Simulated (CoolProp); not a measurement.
Computed with CoolProp (reference Helmholtz-energy equation of state, Lemmon 2006). It is a short technical equation, of lower accuracy than the large ones.

**Question.** For C3F8 (R218), give the phase and the expansivity (1/kK), conductivity (mW/(m K)) at 390.3 K and 1.65 MPa.

**Answer.** 
- 390.3 K and 1.65 MPa: gas; expansivity 4.49, conductivity 21.6

Thermal conductivity comes from a separate model (Huber 2003), an estimate that may be off by 10 % or more.
